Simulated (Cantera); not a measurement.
A Cantera script and what it prints.

```python
import numpy as np
import cantera as ct

gas_names = """
    Fe FeO Fe(OH)2 H HNO HNO2 HNO3 HO2 H2 H2O H2O2 H2S H2SO4 N NH NH2 NH3 NH2OH NO NO2 NO3 N2 N2H2 N2H4
    N2O O OH O2 O3 S SH SN SO SO2 SO3 S2 S2O S8
""".split()
cond_names = """
    Fe(a) Fe(c) Fe(d) Fe(L) FeO(s) FeO(L) Fe(OH)2(s) Fe(OH)3(s) FeS(a) FeS(b) FeS(c) FeS(L) FeSO4(s)
    FeS2(s) Fe2O3(s) Fe2S3O12(s) Fe3O4(s) H2O(s) H2O(L) H2SO4(L) S(cr1) S(cr2) S(L)
""".split()


# ... load() reads the species with a 1 bar reference pressure and builds the phases ...
atoms = {
    'FeS': {'Fe': 1, 'S': 1},
    'H2': {'H': 2},
    'H2O': {'H': 2, 'O': 1},
    'NH3': {'N': 1, 'H': 3},
}
top_T = {'FeSO4(s)': 950, 'FeS2(s)': 1010, 'Fe2O3(s)': 1830, 'Fe2S3O12(s)': 1100, 'Fe3O4(s)': 1870}  # K; cautious upper limits of use, not melting points


# ... equilibrate(T, P, feed) seeds the gas with the atoms and calls Mixture.equilibrate('TP', solver="vcs", rtol=1e-11, max_steps=5000) ...
results = []
feed = {'FeS': 1, 'H2': 200, 'H2O': 4.9, 'NH3': 0.017}  # mol
P = 26000  # Pa
for T in [748, 848, 948, 1048, 1148, 1248, 1348, 1448, 1548, 1648, 1748]:
    mix = equilibrate(T, P, feed)
    results.append((T, P, feed, dict(zip(mix.species_names, mix.species_moles))))
    x = sorted(zip(gas.X, gas.species_names), reverse=True)
    print(f"T = {T:g} K  P = {P:g} Pa  gas = {mix.phase_moles(0):.4g} mol")
    print("   x: " + "  ".join(f"{s} {v:.3e}" for v, s in x if v > 0.0001))
    print("   condensed (mol): " + ("  ".join(f"{mix.phase(i).name} {mix.phase_moles(i):.4g}"
          for i in range(1, mix.n_phases) if mix.phase_moles(i) > 1e-12) or "none"))
```

It prints:

```
T = 748 K  P = 26000 Pa  gas = 204.9 mol
   x: H2 9.760e-01  H2O 2.391e-02
   condensed (mol): Fe(a) 0.01542  FeS(c) 0.9846
T = 848 K  P = 26000 Pa  gas = 204.9 mol
   x: H2 9.758e-01  H2O 2.391e-02  H2S 2.624e-04
   condensed (mol): Fe(a) 0.05377  FeS(c) 0.9462
T = 948 K  P = 26000 Pa  gas = 204.9 mol
   x: H2 9.754e-01  H2O 2.391e-02  H2S 6.970e-04
   condensed (mol): Fe(a) 0.1428  FeS(c) 0.8572
T = 1048 K  P = 26000 Pa  gas = 204.9 mol
   x: H2 9.745e-01  H2O 2.391e-02  H2S 1.544e-03
   condensed (mol): Fe(a) 0.3164  FeS(c) 0.6836
T = 1148 K  P = 26000 Pa  gas = 204.9 mol
   x: H2 9.730e-01  H2O 2.391e-02  H2S 3.027e-03
   condensed (mol): Fe(a) 0.6204  FeS(c) 0.3796
T = 1248 K  P = 26000 Pa  gas = 204.9 mol
   x: H2 9.712e-01  H2O 2.391e-02  H2S 4.876e-03
   condensed (mol): Fe(c) 1
T = 1348 K  P = 26000 Pa  gas = 204.9 mol
   x: H2 9.712e-01  H2O 2.391e-02  H2S 4.867e-03
   condensed (mol): Fe(c) 1
T = 1448 K  P = 26000 Pa  gas = 204.9 mol
   x: H2 9.712e-01  H2O 2.391e-02  H2S 4.844e-03
   condensed (mol): Fe(c) 1
T = 1548 K  P = 26000 Pa  gas = 204.9 mol
   x: H2 9.711e-01  H2O 2.391e-02  H2S 4.792e-03
   condensed (mol): Fe(c) 0.9997
T = 1648 K  P = 26000 Pa  gas = 205 mol
   x: H2 9.710e-01  H2O 2.390e-02  H2S 4.690e-03  H 1.721e-04  SH 1.364e-04
   condensed (mol): Fe(c) 0.9979
T = 1748 K  P = 26000 Pa  gas = 205 mol
   x: H2 9.707e-01  H2O 2.390e-02  H2S 4.510e-03  H 4.415e-04  SH 2.609e-04
   condensed (mol): Fe(d) 0.9893
```

Method: chemical equilibrium by Gibbs-energy minimisation in Cantera with the NASA 1993 tables (ideal gas, pure condensed phases). Mutual solubility and eutectic melting of coexisting phases are not modelled. FeS: taken at fixed stoichiometry.
